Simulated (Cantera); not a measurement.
An isothermal, constant-pressure homogeneous reactor starts with CH4 : O2 : N2 = 0.0098 : 0.0026 : 1 (molar parts), at 1373 K and 1.20 bar. Integrator tolerance rtol = 1e-08.

Computed with Cantera and GRI-Mech 3.0 (53 species, 325 reactions). GRI-Mech 3.0 stops at C3 and has no aromatics, soot or wall deposition, so with more carbon than oxygen in the feed, carbon stays in small species such as C2H2 where larger ones or solid carbon would form.

What does this change do: N2 1 to 1.8 parts?


```tsv
quantity	before	after
x(CH4) at 40.0 s	0.00231 (gas-phase equilibrium 9.56e-5)	0.00132 (gas-phase equilibrium 2.34e-5)
x(O2) at 40.0 s	<1e-12 (gas-phase equilibrium <1e-12)	<1e-12 (gas-phase equilibrium <1e-12)
x(CO) at 40.0 s	0.00180 (gas-phase equilibrium 0.00507)	0.000984 (gas-phase equilibrium 0.00285)
x(CH2CO) at 40.0 s	9.12e-8 (gas-phase equilibrium 1.79e-10)	4.47e-8 (gas-phase equilibrium 4.36e-11)
x(CH2O) at 40.0 s	2.45e-9 (gas-phase equilibrium 4.65e-11)	1.87e-9 (gas-phase equilibrium 1.47e-11)
```

What does this change do: temperature 1373 to 1098 K?


```
quantity                                              before                                     after
------------------  ----------------------------------------  ----------------------------------------
x(CH4) at 40.0 s     0.00231 (gas-phase equilibrium 9.56e-5)   0.00954 (gas-phase equilibrium 0.00283)
x(O2) at 40.0 s        <1e-12 (gas-phase equilibrium <1e-12)    0.00249 (gas-phase equilibrium <1e-12)
x(CO) at 40.0 s      0.00180 (gas-phase equilibrium 0.00507)   5.16e-5 (gas-phase equilibrium 0.00509)
x(CH2CO) at 40.0 s  9.12e-8 (gas-phase equilibrium 1.79e-10)  4.09e-7 (gas-phase equilibrium 2.66e-10)
x(CH2O) at 40.0 s   2.45e-9 (gas-phase equilibrium 4.65e-11)  9.54e-6 (gas-phase equilibrium 3.99e-11)
```
